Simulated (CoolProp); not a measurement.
A closed Brayton cycle with carbon dioxide: compressor inlet 321.15 K and 8.9 MPa, high pressure 27.8 MPa, turbine inlet 650 K, compressor efficiency 0.8, turbine efficiency 0.93, recuperator effectiveness 0.8 (on enthalpy, no pinch check). Each further row changes one setting.

Model: reference Helmholtz-energy equation of state, Span 1996, in CoolProp.

| case | thermal efficiency (%) | net work (kJ/kg) | compressor to turbine work | compressor exit (K) | turbine exit (K) |
|---|---|---|---|---|---|
| as stated | 24.4 | 57.2 | 0.50 | 407.3 | 527.4 |
| turbine inlet 600 K | ___ | 45.1 | 0.56 | 407.3 | ___ |
| compressor inlet 331.15 K | 21.8 | ___ | ___ | ___ | 527.4 |
| high pressure 23.6 MPa | 24.0 | ___ | ___ | ___ | 544.6 |
| recuperator effectiveness 0.5 | 20.7 | 57.2 | 0.50 | 407.3 | 527.4 |

Q: What belongs in the gaps?

A: 
- turbine inlet 600 K, thermal efficiency (%): 21.3
- turbine inlet 600 K, turbine exit (K): 482.2
- compressor inlet 331.15 K, net work (kJ/kg): 47.0
- compressor inlet 331.15 K, compressor to turbine work: 0.59
- compressor inlet 331.15 K, compressor exit (K): 430.0
- high pressure 23.6 MPa, net work (kJ/kg): 53.1
- high pressure 23.6 MPa, compressor to turbine work: 0.46
- high pressure 23.6 MPa, compressor exit (K): 394.4
